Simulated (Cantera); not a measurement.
Charge: 1 mol Si3N4, 37 mol HCl, 71 mol H2, 5.3 mol NF3, at 1025 °C and 1.30 mbar.

Cantera equilibrium calculation (NASA polynomials, part measured and part estimated; ideal gas, pure solids and liquids). Candidate condensed phases: NH4Cl, Si, Si3N4; 49 gas species. The tables' values for SiF3 are old estimates; treat these amounts as uncertain. The numbers say what is thermodynamically allowed, not how fast it happens.

**Question.** What is the equilibrium state?

**Answer.** 
| Property | Result |
|---|---|
| x(H2) | 0.587 |
| x(HCl) | 0.315 |
| x(N2) | 0.0395 |
| x(HF) | 0.0334 |
| x(SiF4) | 0.0252 |
| x(SiF3) | 0.000228 |
| x(SiHF3) | 4.05e-5 |
| x(H) | 2.28e-5 |
| x(Cl) | 1.03e-5 |
| gas amount | 117.6 mol |
| log10 activity of Si(s) (absent) | -5.77 |
